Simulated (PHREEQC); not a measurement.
# Copper plating or etch bath: speciation

Make-up at 25 °C: 0.44 mol Cu(NO3)2 and 9.9e-05 mol HCl per kg of water. Closed to the air; pH follows from the charge balance.

The numbers come from PHREEQC with the ion-association model, wateq4f.dat.

No solid was allowed to form.

Estimate the pH, activity of water.

pH 3.88; activity of water 0.978.

In which forms is Cl present?

Cl- 81 %, CuCl+ 19 % of the Cl.

Caution: at this ionic strength the ion-association model is outside its range; a Pitzer model would be the better tool where its parameters exist. Species that the database lacks are ignored.
